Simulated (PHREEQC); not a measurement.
# Metal-bearing waste water (model solution)

Solution (20 °C): 0.055 mol FeSO4, 0.0048 mol CaCl2, 5.5e-05 mol NaH2PO4 and 0.0055 mol Na2SO4 per kg of water. Closed to the air; pH follows from the charge balance.

Equilibrium calculation in PHREEQC: ion-association model, wateq4f.dat.

Each row changes one thing in this solution. Precipitation was switched off in this run.

```json
[
 {"case": "as made", "pH": "5.58", "ionic strength (mol/kgw)": "0.155", "SO4-2 (mol/kgw)": "0.0362", "Fe+2 (mol/kgw)": "0.0332", "FeSO4 (mol/kgw)": "0.0216", "Na+ (mol/kgw)": "0.0105", "SI of Melanterite (FeSO4:7H2O)": "-1.59", "SI of Mirabilite (Na2SO4:10H2O)": "-4.79"},
 {"case": "diluted 10-fold with water", "pH": "5.94", "ionic strength (mol/kgw)": "0.0199", "SO4-2 (mol/kgw)": "0.00476", "Fe+2 (mol/kgw)": "0.00433", "FeSO4 (mol/kgw)": "0.00116", "Na+ (mol/kgw)": "0.00109", "SI of Melanterite (FeSO4:7H2O)": "-2.87", "SI of Mirabilite (Na2SO4:10H2O)": "?"},
 {"case": "CaCl2 left out", "pH": "5.59", "ionic strength (mol/kgw)": "0.145", "SO4-2 (mol/kgw)": "0.0372", "Fe+2 (mol/kgw)": "0.0323", "FeSO4 (mol/kgw)": "0.0227", "Na+ (mol/kgw)": "0.0104", "SI of Melanterite (FeSO4:7H2O)": "-1.57", "SI of Mirabilite (Na2SO4:10H2O)": "-4.76"},
 {"case": "temperature from 20 to 85 °C", "pH": "5.31", "ionic strength (mol/kgw)": "?", "SO4-2 (mol/kgw)": "0.0273", "Fe+2 (mol/kgw)": "0.0244", "FeSO4 (mol/kgw)": "0.0304", "Na+ (mol/kgw)": "0.0104", "SI of Melanterite (FeSO4:7H2O)": "-2.44", "SI of Mirabilite (Na2SO4:10H2O)": "?"},
 {"case": "diluted 2-fold with water", "pH": "5.67", "ionic strength (mol/kgw)": "0.0834", "SO4-2 (mol/kgw)": "0.0197", "Fe+2 (mol/kgw)": "0.0180", "FeSO4 (mol/kgw)": "0.00948", "Na+ (mol/kgw)": "0.00533", "SI of Melanterite (FeSO4:7H2O)": "-1.96", "SI of Mirabilite (Na2SO4:10H2O)": "-5.51"},
 {"case": "FeSO4 from 0.055 to 0.0495 mol/kgw", "pH": "5.58", "ionic strength (mol/kgw)": "0.143", "SO4-2 (mol/kgw)": "0.0333", "Fe+2 (mol/kgw)": "0.0302", "FeSO4 (mol/kgw)": "0.0191", "Na+ (mol/kgw)": "0.0105", "SI of Melanterite (FeSO4:7H2O)": "-1.65", "SI of Mirabilite (Na2SO4:10H2O)": "-4.80"}
]
```

**Question.** Complete the blanks.

**Answer.** 
- diluted 10-fold with water, SI of Mirabilite (Na2SO4:10H2O): -7.25
- temperature from 20 to 85 °C, ionic strength (mol/kgw): 0.119
- temperature from 20 to 85 °C, SI of Mirabilite (Na2SO4:10H2O): -7.51

Some of these states are supersaturated (in Vivianite, for instance). H3PO4, which wateq4f.dat lacks, is added to it with the constant of phreeqc.dat. Constants without temperature data keep their 25 °C values here.
